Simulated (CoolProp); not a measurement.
Properties of CH2F2 (R32) along the isotherm 195.2 K.

The numbers come from the reference Helmholtz-energy equation of state, Tillner-Roth 1997 in CoolProp.

```csv
p (bar),phase,conductivity (mW/(m K)),fugacity coefficient
1.81,liquid,211,0.1174
3.61,liquid,211,0.05913
5.42,liquid,211,0.03956
7.23,liquid,211,0.02979
9.04,liquid,211,0.02394
10.8,liquid,211,0.02012
12.6,liquid,212,0.01733
14.5,liquid,212,0.01513
16.3,liquid,212,0.01352
18.1,liquid,212,0.01223
19.9,liquid,212,0.01117
21.7,liquid,212,0.01029
23.5,liquid,212,0.009546
25.3,liquid,212,0.008906
27.1,liquid,212,0.008352
28.9,liquid,212,0.007867
```

Thermal conductivity comes from a separate model (Huber 2003), an estimate that may be off by 10 % or more.
